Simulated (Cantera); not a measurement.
An isothermal, constant-pressure homogeneous reactor starts with CO : O₂ : H₂O : N₂ = 0.0024 : 0.0037 : 0.00039 : 1 (molar parts), at 1300 K and 3750 Torr.

Cantera simulation using GRI-Mech 3.0 (53 species, 325 reactions); the numbers are that mechanism's predictions, not measurements.

x: mole fraction; the columns are a selection and need not sum to one.

| t (s) | x CO | x O₂ | x H₂O | x HO₂ | x O | x H | x N₂O |
|---|---|---|---|---|---|---|---|
| 0.000600 | 0.00238 | 0.00368 | 0.000387 | 1.18e-9 | 6.90e-9 | 3.03e-10 | 2.56e-11 |
| 0.00232 | 0.00238 | 0.00368 | 0.000387 | … | … | … | … |
| 0.00897 | … | … | 0.000379 | … | … | … | … |
| 0.0347 | 0.000407 | 0.00268 | 0.000384 | 7.31e-7 | 6.16e-6 | 4.57e-7 | 3.35e-6 |
| 0.134 | 2.54e-5 | 0.00250 | 0.000387 | 1.09e-7 | 6.64e-7 | 2.08e-8 | 2.74e-6 |
| 0.519 | 3.93e-7 | 0.00249 | 0.000388 | 3.89e-9 | 5.07e-8 | 3.90e-10 | 3.67e-7 |
| 2.01 | 7.84e-9 | 0.00249 | 0.000388 | 1.96e-10 | 5.65e-9 | 1.45e-11 | 1.26e-8 |
| 7.76 | 3.30e-9 | 0.00249 | 0.000388 | 1.25e-10 | 3.97e-9 | 8.68e-12 | 8.11e-9 |
| 30.0 | 3.30e-9 | 0.00249 | 0.000388 | 1.25e-10 | 3.97e-9 | 8.68e-12 | 8.10e-9 |

Question: Complete the blanks.

Answer: 
- 0.00232, x HO₂: 9.75e-8
- 0.00232, x O: 3.01e-7
- 0.00232, x H: 1.94e-8
- 0.00232, x N₂O: 1.95e-9
- 0.00897, x CO: 0.00172
- 0.00897, x O₂: 0.00333
- 0.00897, x HO₂: 1.51e-6
- 0.00897, x O: 2.21e-5
- 0.00897, x H: 2.33e-6
- 0.00897, x N₂O: 1.30e-6
